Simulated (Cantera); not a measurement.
A perfectly stirred reactor is fed with C₂H₆ : N₂ = 1 : 6.5 (molar parts), at 0.00690 bar; it is held at 1748 K, and followed from long to short residence time.

Detailed kinetics in Cantera: GRI-Mech 3.0 (53 species, 325 reactions). GRI-Mech 3.0 stops at C3 and has no aromatics, soot or wall deposition, so with more carbon than oxygen in the feed, carbon stays in small species such as C2H2 where larger ones or solid carbon would form. Radical loss at walls, strong at low pressure, is not modelled.

### Question
What does this change do: pressure from 0.00690 bar to 0.280 bar?

### Answer
| quantity | before | after |
|---|---|---|
| x(C₂H₆) at τ = 14.0 s | 4.22e-6 | 6.70e-7 |
| x(CH₃) at τ = 14.0 s | 0.000380 | 5.67e-5 |
| x(CH₄) at τ = 14.0 s | 0.00308 | 0.00282 |
| x(HCN) at τ = 14.0 s | 0.000343 | 5.30e-5 |
| x(H₂) at τ = 14.0 s | 0.205 | 0.207 |
| x(C₂H₆) at τ = 58.0 ms | 0.000888 | 0.000110 |
| x(CH₃) at τ = 58.0 ms | 0.00587 | 0.000732 |
| x(CH₄) at τ = 58.0 ms | 0.0289 | 0.0188 |
| x(HCN) at τ = 58.0 ms | 2.11e-5 | 8.49e-6 |
| x(H₂) at τ = 58.0 ms | 0.162 | 0.185 |

### Question
What does this change do: N2 6.5 to 2.9 parts?

### Answer
```json
[
 {"quantity": "x(C₂H₆) at τ = 14.0 s", "before": "4.22e-6", "after": "5.94e-6"},
 {"quantity": "x(CH₃) at τ = 14.0 s", "before": "0.000380", "after": "0.000523"},
 {"quantity": "x(CH₄) at τ = 14.0 s", "before": "0.00308", "after": "0.00544"},
 {"quantity": "x(HCN) at τ = 14.0 s", "before": "0.000343", "after": "0.000200"},
 {"quantity": "x(H₂) at τ = 14.0 s", "before": "0.205", "after": "0.331"},
 {"quantity": "x(C₂H₆) at τ = 58.0 ms", "before": "0.000888", "after": "0.00127"},
 {"quantity": "x(CH₃) at τ = 58.0 ms", "before": "0.00587", "after": "0.00822"},
 {"quantity": "x(CH₄) at τ = 58.0 ms", "before": "0.0289", "after": "0.0530"},
 {"quantity": "x(HCN) at τ = 58.0 ms", "before": "2.11e-5", "after": "1.14e-5"},
 {"quantity": "x(H₂) at τ = 58.0 ms", "before": "0.162", "after": "0.263"}
]
```
